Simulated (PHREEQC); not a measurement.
Dissolve 0.79 mol/kgw CaCl2 at 85 °C. Closed to the air; pH follows from the charge balance.

The numbers come from PHREEQC with the Pitzer model, pitzer.dat.

**Question.** The ionic strength comes out as 2.37 mol/kgw. What activity coefficients do Cl-, OH-, H+, Ca+2 get?

**Answer.** Cl- 0.57, OH- 0.12, H+ 0.92, Ca+2 0.18. Single-ion values are on the MacInnes scale.

This is a speciation only: nothing precipitates in the calculation. Species that the database lacks are ignored. Constants without temperature data keep their 25 °C values here.
